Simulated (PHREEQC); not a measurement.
A PHREEQC input (ion-association model, phreeqc.dat):

```
SOLUTION 1
  temp 70
  units mg/kgw
  pH 6.31
  pe 1.2
  Na 5.13
  K 0.00123
  Ca 2.13
  Mg 0.111
  Cl 4.7
  S(6) 6.33 as SO4
  Alkalinity 4.92 as HCO3
  Si 0.14 as SiO2
  F 0.0156
END
USE solution 1
EQUILIBRIUM_PHASES 1
  Chalcedon 0 0
  CO2(g) -2 10
END
```

It stops with these messages:

```
ERROR: Phase not found in database, Chalcedon.
ERROR: Calculations terminating due to input errors.
```

The fault: the phase Chalcedony misspelt. The line should read `Chalcedony` where the input has `Chalcedon`. With the mend the run ends at pH 6.05 and ionic strength 0.000463 mol/kgw.
